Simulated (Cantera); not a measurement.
A perfectly stirred reactor is fed with 3.75 % H2, 96.2 % O2, at 0.00680 bar; it is held at 1248 K, and followed from long to short residence time.

Cantera simulation using GRI-Mech 3.0 (53 species, 325 reactions); the numbers are that mechanism's predictions, not measurements. Radical loss at walls, strong at low pressure, is not modelled. The temperature is held fixed by assumption; the heat of reaction is taken as removed at once.

Q: Predict: x(H2) at τ = 19.0 s; x(O2) at τ = 19.0 s; x(H2O2) at τ = 19.0 s; x(O) at τ = 19.0 s; x(H2O) at τ = 19.0 s; x(H2) at τ = 0.120 s; x(O2) at τ = 0.120 s; x(H2O2) at τ = 0.120 s; x(O) at τ = 0.120 s; x(H2O) at τ = 0.120 s.

A: 
* **x(H2) at τ = 19.0 s**: 3.70e-5
* **x(O2) at τ = 19.0 s**: 0.960
* **x(H2O2) at τ = 19.0 s**: 1.65e-8
* **x(O) at τ = 19.0 s**: 0.00131
* **x(H2O) at τ = 19.0 s**: 0.0378
* **x(H2) at τ = 0.120 s**: 0.000616
* **x(O2) at τ = 0.120 s**: 0.941
* **x(H2O2) at τ = 0.120 s**: 3.45e-8
* **x(O) at τ = 0.120 s**: 0.0189
* **x(H2O) at τ = 0.120 s**: 0.0344
